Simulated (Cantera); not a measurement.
**SiHCl₃ + CH₄ + H₂ (silicon carbide growth)**

A closed system holds: 1 mol SiHCl₃, 0.88 mol CH₄, 22 mol H₂, held at 2400 Pa.

Cantera equilibrium calculation (NASA polynomials, part measured and part estimated; ideal gas, pure solids and liquids). Candidate condensed phases: C, C₆H₆, C₇H₈, C₈H₁₈, Si, SiC; 109 gas species. The tables' values for SiCl, SiCl₃ are old estimates; treat these amounts as uncertain. Gases not in the tables: Si₂H₆ and higher silanes. The numbers say what is thermodynamically allowed, not how fast it happens.

| T (°C) | x H₂ | x HCl | x H | x Si | x Cl | x SiCl₂ | x C₂H₂ (acetylene) | n SiC(s) |
|---|---|---|---|---|---|---|---|---|
| 850 | 0.896 | 0.0994 | 2.60e-7 | <1e-12 | 2.57e-8 | 0.000253 | 1.75e-10 | 0.879 |
| 1000 | 0.891 | 0.104 | 4.35e-6 | 6.32e-11 | 4.32e-7 | 0.00266 | 3.08e-10 | 0.880 |
| 1150 | 0.889 | 0.107 | 4.04e-5 | 6.93e-9 | 3.97e-6 | 0.00420 | 7.24e-9 | 0.880 |
| 1300 | 0.888 | 0.107 | 0.000247 | 2.37e-7 | 2.37e-5 | 0.00451 | 1.57e-7 | 0.880 |
| 1450 | 0.887 | 0.107 | 0.00111 | 4.21e-6 | 0.000104 | 0.00458 | 2.11e-6 | 0.880 |
| 1600 | 0.884 | 0.107 | 0.00392 | 4.65e-5 | 0.000358 | 0.00455 | 1.90e-5 | 0.879 |
| 1750 | 0.877 | 0.106 | 0.0115 | 0.000344 | 0.00103 | 0.00432 | 0.000132 | 0.873 |
| 1900 | 0.858 | 0.104 | 0.0288 | 0.00179 | 0.00255 | 0.00378 | 0.000803 | 0.832 |
| 2050 | 0.815 | 0.0983 | 0.0635 | 0.00754 | 0.00550 | 0.00323 | 0.00367 | 0.606 |
x: gas mole fraction; n: condensed amount in mol.

From 850 °C to 2050 °C the condensed part is SiC(s). The main Si-bearing gas is SiCl₄ at 850 °C and Si at 2050 °C.
